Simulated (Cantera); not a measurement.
Feed: 1 mol AlI3, 1.9 mol NH3, 450 mol N2, at 10000 Pa.

These are equilibrium values from Cantera (NASA tables, ideal gas, pure condensed phases), not measurements of a reactor. Candidate condensed phases: Al, AlI3, AlN, I2; 19 gas species. The numbers say what is thermodynamically allowed, not how fast it happens.

Task: What share of the Al ends up in condensed phases as a function of T (K), at 1200, 1300, 1400, 1500, 1600, 1700, 1800, 1900, 2000, 2100?

Result: 
| T (K) | Al condensed (%) | as |
|---|---|---|
| 1200 | 99.6 | AlN(s) |
| 1300 | 99.8 | AlN(s) |
| 1400 | 99.6 | AlN(s) |
| 1500 | 98.1 | AlN(s) |
| 1600 | 92.9 | AlN(s) |
| 1700 | 78.3 | AlN(s) |
| 1800 | 45.8 | AlN(s) |
| 1900 | 0.0 | - |
| 2000 | 0.0 | - |
| 2100 | 0.0 | - |
